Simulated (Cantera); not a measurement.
A freely propagating, adiabatic, planar premixed flame of H2 : O2 : N2 = 1 : 0.312 : 1.17 (molar parts), equivalence ratio 1.6, unburnt at 498 K and 2.80 bar; mixture-averaged transport, grid criteria slope 0.08 and curve 0.16, no radiation.

Cantera simulation using the H2/O2 subset of GRI-Mech 3.0, which has no nitrogen chemistry; the numbers are that mechanism's predictions, not measurements. The hydrogen kinetics of GRI-Mech 3.0 are dated; newer H2 mechanisms differ, most at raised pressure. Burning velocities carry a grid error of a few per cent, more on coarse grids.

### Question
How do the results move with these cheaper or finer settings: unity-Lewis-number transport; multicomponent transport; multicomponent+Soret transport; grid criteria slope 0.5, curve 1; grid criteria slope 0.25, curve 0.5; grid criteria slope 0.03, curve 0.06?

### Answer
| setting | laminar burning velocity | thermal thickness | peak x(HO2) | peak x(O) | grid points |
|---|---|---|---|---|---|
| as above | 695 cm/s | 0.108 mm | 0.000728 | 0.00474 | 114 |
| unity-Lewis-number transport | 433 cm/s | 0.0982 mm | 0.000511 | 0.00377 | 108 |
| multicomponent transport | 680 cm/s | 0.108 mm | 0.000726 | 0.00464 | 114 |
| multicomponent+Soret transport | 650 cm/s | 0.105 mm | 0.000734 | 0.00469 | 114 |
| grid criteria slope 0.5, curve 1 | 738 cm/s | 0.138 mm | 0.000686 | 0.00455 | 40 |
| grid criteria slope 0.25, curve 0.5 | 706 cm/s | 0.119 mm | 0.000707 | 0.00444 | 54 |
| grid criteria slope 0.03, curve 0.06 | 692 cm/s | 0.105 mm | 0.000732 | 0.00477 | 252 |
Unity Lewis numbers drop preferential diffusion, which matters most where H2 and H carry the flame; Soret adds thermal diffusion.
